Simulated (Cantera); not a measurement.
Input: 1 mol BF3, 1.7 mol O2, 2.2 mol H2, equilibrated at 0.000570 bar.

Equilibrium computed with Cantera from the NASA thermochemical tables; the gas is ideal and each condensed phase is pure. Candidate condensed phases: B, B2O3, B3O3H3, H2O; 43 gas species. Gases not in the tables: H3BO3. Equilibrium is a limit: real reactors are often held back by kinetics, nucleation or transport.

At 1648 K, list the 7 most abundant gas species with their mole fractions, and the condensed phases.

HF 0.448, H2O 0.217, BOF 0.176, O2 0.124, HBO2 0.0310, OH 0.00211, O 0.000374. Condensed: gas only.
